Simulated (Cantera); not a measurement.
What does this Cantera script print?

```python
import numpy as np
import cantera as ct

gas = ct.Solution("gri30.yaml")


def delay(T, t_max=10):
    gas.TPX = T, 101325, {'CO': 1, 'H2': 1.2, 'CH4': 0.049, 'O2': 2.72, 'N2': 15.8}
    reactor = ct.IdealGasReactor(gas, clone=False)
    net = ct.ReactorNet([reactor])
    net.rtol, net.atol = 1e-8, 1e-16
    while net.time < t_max:
        t_old, T_old = net.time, reactor.T
        net.step()
        if reactor.T > T + 400:  # ignition: a rise of 400 K
            return t_old + (T + 400 - T_old) / (reactor.T - T_old) * (net.time - t_old)
    return np.nan


taus = []
for T in [923, 998, 1073, 1148, 1223, 1298, 1373, 1448]:
    taus.append(delay(T))
    print(f"T0 = {T:6g} K   tau = {taus[-1]:.4e} s")
```

It prints:

```
T0 =    923 K   tau = 2.6498e-02 s
T0 =    998 K   tau = 6.2182e-04 s
T0 =   1073 K   tau = 2.2556e-04 s
T0 =   1148 K   tau = 1.3241e-04 s
T0 =   1223 K   tau = 9.3840e-05 s
T0 =   1298 K   tau = 7.4775e-05 s
T0 =   1373 K   tau = 6.4953e-05 s
T0 =   1448 K   tau = 6.0356e-05 s
```

Cantera simulation using GRI-Mech 3.0 (53 species, 325 reactions); the numbers are that mechanism's predictions, not measurements. Below about 1000 K GRI-Mech 3.0 lacks low-temperature oxidation paths. Below about 950 K walls govern HO2 and H2O2 in real vessels. Where the delays flatten at high temperature, the 400 K rule measures the pace of heat release, not the induction time.
